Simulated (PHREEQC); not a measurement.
Consider water at 20 °C with 0.0079 mol/kgw KOH, 1.7e-06 mol/kgw H4SiO4 and 0.21 mol/kgw K2CO3. Closed to the air; pH follows from the charge balance.

All values are PHREEQC results (ion-association model, phreeqc.dat), not measurements.

This is a speciation only: nothing precipitates in the calculation.

Question: Predict the pH, specific conductance.

Answer: pH 11.94; specific conductance 33000 µS/cm.

Question: In which forms is Si present?

Answer: H3SiO4- 88 %, H2SiO4-2 11 % of the Si.

Complexes and solids missing from the database can't appear.
